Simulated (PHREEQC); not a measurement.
Dissolve 0.015 mol/kgw H3PO4, 0.051 mol/kgw Na2SO4 and 0.18 mol/kgw KCl at 25 °C. Closed to the air; pH follows from the charge balance.

Model: ion-association model, phreeqc.dat, run in PHREEQC.

```tsv
quantity	before	after
pH	2.35	2.54
SO4-2 (mol/kgw)	0.0329	0.0185
H2PO4- (mol/kgw)	0.0104	0.00573
HSO4- (mol/kgw)	0.00479	0.00217
```

Task: Name the change that produced these shifts.
A) temperature from 25 to 65 °C
B) KCl left out
C) Na2SO4 from 0.051 to 0.255 mol/kgw
D) H3PO4 from 0.015 to 0.075 mol/kgw
E) diluted 2-fold with water

Result: E, diluted 2-fold with water

No solid was allowed to form.
